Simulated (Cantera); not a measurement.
# Thermodynamics of tantalum, niobium, vanadium and zirconium in process gases, feed V + NH₃ + H₂

Feed: 1 mol V, 0.17 mol NH₃, 9.4 mol H₂, equilibrated at 1.20 mbar.

Equilibrium computed with Cantera from the NASA thermochemical tables; the gas is ideal and each condensed phase is pure. Candidate condensed phases: V, VN; 11 gas species. Mutual solubility and eutectic melting of coexisting phases are not modelled. VN: taken at fixed stoichiometry. Condensed phases not in the tables: V₂N, N, O or C dissolved in the metal. Kinetics and transport are ignored.

From 1198 K to 1598 K the condensed part is V(s) + VN(s). From 1698 K to 2098 K the condensed part is V(s). At 2198 K the condensed part is V(l). At 2298 K nothing is condensed.

| T (K) | x H₂ | x H | x V | x N₂ | n V(s) | n VN(s) | n V(l) |
|---|---|---|---|---|---|---|---|
| 1198 | 1.000 | 5.49e-6 | 2.41e-12 | 7.55e-8 | 0.830 | 0.170 | 0 |
| 1298 | 1.000 | 3.09e-5 | 1.26e-10 | 2.00e-6 | 0.830 | 0.170 | 0 |
| 1398 | 1.000 | 0.000137 | 3.74e-9 | 3.28e-5 | 0.831 | 0.169 | 0 |
| 1498 | 0.999 | 0.000496 | 7.01e-8 | 0.000367 | 0.837 | 0.163 | 0 |
| 1598 | 0.995 | 0.00153 | 9.05e-7 | 0.00302 | 0.888 | 0.112 | 0 |
| 1698 | 0.987 | 0.00415 | 8.61e-6 | 0.00871 | 1.000 | 0 | 0 |
| 1798 | 0.981 | 0.0101 | 6.34e-5 | 0.00868 | 0.999 | 0 | 0 |
| 1898 | 0.969 | 0.0222 | 0.000377 | 0.00863 | 0.996 | 0 | 0 |
| 1998 | 0.945 | 0.0450 | 0.00186 | 0.00851 | 0.981 | 0 | 0 |
| 2098 | 0.900 | 0.0843 | 0.00787 | 0.00829 | 0.919 | 0 | 0 |
| 2198 | 0.818 | 0.145 | 0.0289 | 0.00784 | 0 | 0 | 0.686 |
| 2298 | 0.682 | 0.228 | 0.0825 | 0.00701 | 0 | 0 | 0 |
x: gas mole fraction; n: condensed amount in mol.
